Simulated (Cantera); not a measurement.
Input: 1 mol BN, 11 mol H₂O, 1.5 mol NF₃, at 10.0 mbar.

These are equilibrium values from Cantera (NASA tables, ideal gas, pure condensed phases), not measurements of a reactor. Candidate condensed phases: B, BN, B₂O₃, B₃O₃H₃, H₂O; 62 gas species. Gases not in the tables: H₃BO₃. The numbers say what is thermodynamically allowed, not how fast it happens. All values below are at 1698 K.

Base state: H₂O 0.570, HF 0.257, N₂ 0.0811, BOF 0.0355, HBO₂ 0.0292, O₂ 0.0241, OH 0.00158, H₂ 0.000722 (mole fractions); condensed: gas only.

Question: What changes in the equilibrium state with this change: pressure from 10.0 mbar to 0.133 bar?

Answer: 
```tsv
species	before	after
H₂O	0.570	0.572
HF	0.257	0.256
N₂	0.0811	0.0812
OH	0.00158	0.000827
BOF	0.0355	0.0352
HBO₂	0.0292	0.0291
O₂	0.0241	0.0241
BF₃	4.20e-5	0.000549
H	3.89e-5	5.58e-6
O	6.80e-5	1.86e-5
```
